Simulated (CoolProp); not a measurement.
Saturation properties of tetradecamethylhexasiloxane (MD4M).

Model: reference Helmholtz-energy equation of state, Thol 2019, in CoolProp.

```json
[
 {"T (°C)": "153.65", "p (MPa)": "0.004283", "enthalpy of vaporisation (kJ/kg)": "132.3", "liquid cp (kJ/(kg K))": "1.991", "surface tension (mN/m)": "9.94"},
 {"T (°C)": "181.15", "p (MPa)": "0.01189", "enthalpy of vaporisation (kJ/kg)": "123.6", "liquid cp (kJ/(kg K))": "2.045", "surface tension (mN/m)": "8.37"},
 {"T (°C)": "208.75", "p (MPa)": "0.02819", "enthalpy of vaporisation (kJ/kg)": "114.8", "liquid cp (kJ/(kg K))": "2.099", "surface tension (mN/m)": "6.86"},
 {"T (°C)": "236.25", "p (MPa)": "0.05870", "enthalpy of vaporisation (kJ/kg)": "105.6", "liquid cp (kJ/(kg K))": "2.153", "surface tension (mN/m)": "5.43"},
 {"T (°C)": "263.85", "p (MPa)": "0.1109", "enthalpy of vaporisation (kJ/kg)": "95.74", "liquid cp (kJ/(kg K))": "2.210", "surface tension (mN/m)": "4.09"},
 {"T (°C)": "291.35", "p (MPa)": "0.1933", "enthalpy of vaporisation (kJ/kg)": "84.80", "liquid cp (kJ/(kg K))": "2.273", "surface tension (mN/m)": "2.85"},
 {"T (°C)": "318.95", "p (MPa)": "0.3178", "enthalpy of vaporisation (kJ/kg)": "71.89", "liquid cp (kJ/(kg K))": "2.358", "surface tension (mN/m)": "1.74"},
 {"T (°C)": "346.45", "p (MPa)": "0.4986", "enthalpy of vaporisation (kJ/kg)": "55.11", "liquid cp (kJ/(kg K))": "2.520", "surface tension (mN/m)": "0.783"}
]
```

It boils at 259.7 °C under 1 atm.

Surface tension comes from a separate correlation (Mulero 2014), older than this fluid's equation and unchecked against measurements.
